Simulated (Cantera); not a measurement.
Feed: 1 mol Si3N4, 0.28 mol O2, 10 mol N2, 53 mol HF, at 1273 K and 2.93 Torr.

Cantera equilibrium calculation (NASA polynomials, part measured and part estimated; ideal gas, pure solids and liquids). Candidate condensed phases: H2O, Si, SiO2, Si2N2O, Si3N4; 58 gas species. Rates play no part.

Base state: HF 0.661, N2 0.194, H2 0.0877, SiF4 0.0484, H2O 0.00903 (mole fractions); condensed: gas only.

What changes in the equilibrium state with this change: Si3N4 replaced by BN?


```csv
species,before,after
HF,0.661,0.794
N2,0.194,0.167
BF3,0,0.0157
H2,0.0877,0.0149
SiF4,0.0484,0
BOF,0,0.000215
H2O,0.00903,0.00867
```
Further candidate phases: B, BN, B2O3, B3O3H3.
